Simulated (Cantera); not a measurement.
# Thermodynamics of chemical vapour transport, feed Fe₃O₄ + Cl₂ + N₂

Feed: 1 mol Fe₃O₄, 0.049 mol Cl₂, 0.2 mol N₂, equilibrated at 1 atm.

Method: chemical equilibrium by Gibbs-energy minimisation in Cantera with the NASA 1993 tables (ideal gas, pure condensed phases). Candidate condensed phases: Fe, FeCl₂, FeCl₃, FeO, Fe₂O₃, Fe₃O₄; 19 gas species. Mutual solubility and eutectic melting of coexisting phases are not modelled. Rates play no part.

```tsv
T (K)	log p N₂	log p FeCl₂	log p O₂	log p FeCl₃	log p Cl	log p Cl₂	n Fe₂O₃(s)	n Fe₃O₄(s)
1498	-0.08	-0.89	-2.30	-1.39	-2.28	-2.08	0.158	0.881
1523	-0.09	-0.89	-2.03	-1.42	-2.17	-2.01	0.151	0.886
1548	-0.09	-0.89	-1.77	-1.45	-2.08	-1.96	0.138	0.894
1573	-0.10	-0.89	-1.52	-1.49	-1.98	-1.90	0.116	0.909
1598	-0.11	-0.90	-1.28	-1.54	-1.89	-1.86	0.0784	0.934
1623	-0.13	-0.92	-1.05	-1.59	-1.81	-1.82	0.0118	0.979
1648	-0.13	-0.90	-1.01	-1.66	-1.78	-1.88	0	0.987
1673	-0.13	-0.88	-1.00	-1.73	-1.76	-1.96	0	0.986
1698	-0.14	-0.87	-1.00	-1.80	-1.74	-2.03	0	0.986
```
log p: log10 of the partial pressure in bar; n: condensed amount in mol.

From 1498 K to 1623 K the condensed part is Fe₂O₃(s) + Fe₃O₄(s). From 1648 K to 1698 K the condensed part is Fe₃O₄(s). The main Fe-bearing gas is FeCl₂ throughout.
